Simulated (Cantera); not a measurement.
**Ignition delay**

Mixture: 12.8 % CH₄, 18.3 % O₂, 68.8 % N₂, at 1300000 Pa, adiabatic and at constant pressure. Ignition delay is the time to a rise of 400 K.

Computed with Cantera and GRI-Mech 3.0 (53 species, 325 reactions). The pressure lies above the range GRI-Mech 3.0 was tuned for (to about 10 atm).

```tsv
T0 (K)	delay (ms)
1050	31.4
1150	7.78
1250	2.31
1350	0.767
1450	0.278
1550	0.108
```

* **apparent activation energy between 1350 and 1550 K**: 170 kJ/mol
